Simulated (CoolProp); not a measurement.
Model: reference Helmholtz-energy equation of state, Wu 2012, in CoolProp.

**Question.** Give the vapour pressure (kPa), liquid density (kg/m³), enthalpy of vaporisation (kJ/kg), liquid cp (kJ/(kg K)) of saturated fluoroethane (R161) at 274.6, 318.8, 331.4 K.

**Answer.** 
| T (K) | p (kPa) | liquid density (kg/m³) | enthalpy of vaporisation (kJ/kg) | liquid cp (kJ/(kg K)) |
|---|---|---|---|---|
| 274.6 | 458 | 757 | 377 | 2.14 |
| 318.8 | 1560 | 662 | 300 | 2.49 |
| 331.4 | 2090 | 627 | 271 | 2.66 |
